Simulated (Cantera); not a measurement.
**TiO₂ + Cl₂ + O₂ (oxide etching and cleaning by halides)**

Charge: 1 mol TiO₂, 15 mol Cl₂, 0.18 mol O₂, at 1873.15 K.

Method: chemical equilibrium by Gibbs-energy minimisation in Cantera with the NASA 1993 tables (ideal gas, pure condensed phases). Candidate condensed phases: Ti, TiCl₂, TiCl₃, TiCl₄, TiO, TiO₂, Ti₂O₃, Ti₃O₅, Ti₄O₇; 15 gas species. The numbers say what is thermodynamically allowed, not how fast it happens.

From 1.00 Pa to 1.00 bar the condensed part is TiO₂(rutile). The main Ti-bearing gas is TiO₂ at 1.00 Pa and TiCl₄ at 1.00 bar. The share of Ti in condensed phases is highest at 18.0 Pa (99.2 %) and lowest at 1.00 bar (7.2 %).

```tsv
P (Pa)	x Cl	x Cl₂	x O₂	x TiCl₄	x O	n TiO₂(rutile)
1	0.990	5.06e-5	0.00369	6.76e-9	0.00455	0.943
4.20	0.992	0.000214	0.00474	9.38e-8	0.00251	0.984
18	0.992	0.000916	0.00540	1.51e-6	0.00130	0.992
75	0.989	0.00379	0.00584	2.40e-5	0.000661	0.989
320	0.976	0.0158	0.00663	0.000365	0.000341	0.969
1300	0.927	0.0578	0.0101	0.00322	0.000208	0.877
5600	0.784	0.178	0.0218	0.0141	0.000148	0.617
24000	0.549	0.374	0.0415	0.0329	9.84e-5	0.294
100000	0.329	0.559	0.0601	0.0505	5.80e-5	0.0718
```
x: gas mole fraction; n: condensed amount in mol.
